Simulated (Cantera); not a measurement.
Feed: 1 mol Fe, 0.4 mol CO₂, 6.6 mol CO, held at 1.33 mbar.

These are equilibrium values from Cantera (NASA tables, ideal gas, pure condensed phases), not measurements of a reactor. Candidate condensed phases: C, Fe, Fe(CO)₅, FeO, Fe₂O₃, Fe₃O₄; 15 gas species. Rates play no part. All values below are at 1650 K.

Base state: CO 0.941, CO₂ 0.0570, Fe 0.00203 (mole fractions); condensed: Fe(γ).

**Question.** What changes in the equilibrium state with this change: 1.6 mol H₂O added?

**Answer.** 
```csv
species,before,after
CO,0.941,0.707
H₂,0,0.125
CO₂,0.0570,0.105
H₂O,0,0.0597
Fe,0.00203,0.00203
H,0,0.000881
OH,0,1.90e-5
"Fe(γ), mol",0.986,0.401
"FeO(l), mol",0,0.581
```
Mutual solubility and eutectic melting of coexisting phases are not modelled. The tables' stoichiometric FeO is somewhat more stable than real wüstite, so its field is too wide. FeO: taken at fixed stoichiometry. Further candidate phases: C₆H₆, C₇H₈, C₈H₁₈, Fe(OH)₂, Fe(OH)₃, H₂O.

**Question.** What changes in the equilibrium state with this change: Fe replaced by Cu?

**Answer.** 
```tsv
species	before	after
CO	0.941	0.885
Cu	0	0.0609
CO₂	0.0570	0.0537
Fe	0.00203	0
Cu₂	0	5.72e-5
Fe(γ), mol	0.986	0
Cu(l), mol	0	0.545
```
Further candidate phases: Cu, CuO, Cu₂O.
